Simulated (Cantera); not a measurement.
Equilibrium for carbon deposition, reforming and gasification: C + H₂O

Charge: 1 mol C, 1.7 mol H₂O, at 3023 K.

Cantera equilibrium calculation (NASA polynomials, part measured and part estimated; ideal gas, pure solids and liquids). Candidate condensed phases: C, C₆H₆, C₇H₈, C₈H₁₈, H₂O; 110 gas species. The ideal-gas law is rough above about 30 bar. Kinetics and transport are ignored.

| P (Pa) | x H | x H₂ | x CO | x H₂O | x O | x OH | x CO₂ |
|---|---|---|---|---|---|---|---|
| 10 | 0.665 | 0.00154 | 0.196 | 3.55e-6 | 0.137 | 0.000518 | 6.08e-5 |
| 56 | 0.655 | 0.00838 | 0.198 | 0.000106 | 0.134 | 0.00281 | 0.000338 |
| 320 | 0.609 | 0.0413 | 0.207 | 0.00272 | 0.122 | 0.0135 | 0.00183 |
| 1800 | 0.463 | 0.135 | 0.238 | 0.0324 | 0.0791 | 0.0376 | 0.00767 |
| 10000 | 0.265 | 0.245 | 0.284 | 0.114 | 0.0276 | 0.0417 | 0.0177 |
| 56000 | 0.128 | 0.320 | 0.316 | 0.181 | 0.00597 | 0.0244 | 0.0239 |
| 320000 | 0.0570 | 0.362 | 0.331 | 0.211 | 0.00108 | 0.0112 | 0.0260 |
| 1800000 | 0.0247 | 0.382 | 0.338 | 0.224 | 0.000193 | 0.00488 | 0.0266 |
| 10000000 | 0.0106 | 0.391 | 0.341 | 0.229 | 3.47e-5 | 0.00209 | 0.0268 |
x: gas mole fraction; nothing condenses.

From 10.0 Pa to 100 bar nothing is condensed. The main C-bearing gas is CO throughout.
